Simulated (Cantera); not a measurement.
Feed: 1 mol SO₂, 0.16 mol H₂O, 0.9 mol O₂, held at 97.0 mbar.

Method: chemical equilibrium by Gibbs-energy minimisation in Cantera with the NASA 1993 tables (ideal gas, pure condensed phases). Candidate condensed phases: H₂O, H₂SO₄, S; 19 gas species. Equilibrium is a limit: real reactors are often held back by kinetics, nucleation or transport.

Problem. At 1650 K, list the 4 most abundant gas species with their mole fractions, and the condensed phases.

Solution. SO₂ 0.484, O₂ 0.436, H₂O 0.0775, SO₃ 0.00186. Condensed: gas only.
